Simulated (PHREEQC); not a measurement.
## Buffer

Solution (25 °C): 160 mmol/kgw NH4Cl, 52 mmol/kgw NH3 and 11 mmol/kgw KCl. Closed to the air; pH follows from the charge balance.

Computed with PHREEQC (ion-association model, phreeqc.dat).

No solid was allowed to form.

Problem. Estimate the pH.

Solution. pH 8.93.

Problem. In which forms is N present?

Solution. NH4+ 75 %, NH3 25 % of the N.
